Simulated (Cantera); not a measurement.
Feed: 1 mol CH₃SiH₃, 0.0091 mol C₃H₈, 190 mol H₂, held at 0.730 bar.

These are equilibrium values from Cantera (NASA tables, ideal gas, pure condensed phases), not measurements of a reactor. Candidate condensed phases: C, C₆H₆, C₇H₈, C₈H₁₈, Si, SiC; 87 gas species. The feed counts by its element totals alone. Gases not in the tables: Si₂H₆ and higher silanes. Kinetics and transport are ignored.

### Question
Which condensed phases are stable at each of these points (T (°C)): 750, 950, 1150, 1350, 1550, 1750, 1950, 2150, 2350?

### Answer
```json
[
 {"T (°C)": "750", "condensed phases": "SiC(s)", "Si condensed (%)": "100.0"},
 {"T (°C)": "950", "condensed phases": "SiC(s)", "Si condensed (%)": "100.0"},
 {"T (°C)": "1150", "condensed phases": "SiC(s)", "Si condensed (%)": "100.0"},
 {"T (°C)": "1350", "condensed phases": "SiC(s)", "Si condensed (%)": "100.0"},
 {"T (°C)": "1550", "condensed phases": "SiC(s)", "Si condensed (%)": "99.9"},
 {"T (°C)": "1750", "condensed phases": "SiC(s)", "Si condensed (%)": "98.9"},
 {"T (°C)": "1950", "condensed phases": "SiC(s)", "Si condensed (%)": "90.7"},
 {"T (°C)": "2150", "condensed phases": "SiC(s)", "Si condensed (%)": "42.1"},
 {"T (°C)": "2350", "condensed phases": "gas only", "Si condensed (%)": "0.0"}
]
```

From 750 °C to 2150 °C the condensed part is SiC(s). At 2350 °C nothing is condensed.
